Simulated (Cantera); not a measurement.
Input: 1 mol Cr, 0.22 mol N2O, 320 mol H2, at 1127 °C and 0.380 Pa.

Method: chemical equilibrium by Gibbs-energy minimisation in Cantera with the NASA 1993 tables (ideal gas, pure condensed phases). Candidate condensed phases: Cr, CrN, Cr2N, Cr2O3, H2O; 29 gas species. The numbers say what is thermodynamically allowed, not how fast it happens.

Base state: H2 0.993, Cr 0.00311, H 0.00249, N2 0.000684, H2O 0.000683 (mole fractions); condensed: gas only.

Problem. What changes in the equilibrium state with this change: Cr replaced by V?

Solution. 
```tsv
species	before	after
H2	0.993	0.997
H	0.00249	0.00249
N2	0.000684	0.000686
Cr	0.00311	0
H2O	0.000683	4.87e-6
V(s), mol	0	0.781
VO(s), mol	0	0.218
```
Mutual solubility and eutectic melting of coexisting phases are not modelled. VO: taken at fixed stoichiometry. Condensed phases not in the tables: V2N, N, O or C dissolved in the metal. Further candidate phases: V, VN, VO, V2O3, V2O4, V2O5.
